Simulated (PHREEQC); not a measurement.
A solution holds 0.0094 mol NaHF2 and 0.00023 mol H3PO4 per kg of water, at 25 °C. Closed to the air; pH follows from the charge balance.

Computed with PHREEQC (ion-association model, phreeqc.dat).

No solid was allowed to form.

Predict the pH, specific conductance, ionic strength.

pH 3.18; specific conductance 1170 µS/cm; ionic strength 0.0101 mol/kgw.

In which forms is P present?

H2PO4- 92 %, H3PO4 8.1 % of the P.
